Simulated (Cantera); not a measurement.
A perfectly stirred reactor is fed with H2 : O2 = 0.34 : 1.4 (molar parts), equivalence ratio 0.12, at 23.3 Torr; it is held at 1300 K, and followed from long to short residence time.

Detailed kinetics in Cantera: GRI-Mech 3.0 (53 species, 325 reactions). Radical loss at walls, strong at low pressure, is not modelled. The temperature is held fixed by assumption; the heat of reaction is taken as removed at once.

One state of this run: x H2 = 0.00501; x O2 = 0.755; x H2O = 0.197; x H2O2 = 7.22e-7; x HO2 = 1.59e-5. x: mole fraction; the columns are a selection and need not sum to one.

Problem. Which value of τ (s) does it belong to?
(A) 0.89
(B) 0.36
(C) 5.3
(D) 0.010

Solution. D, 0.010
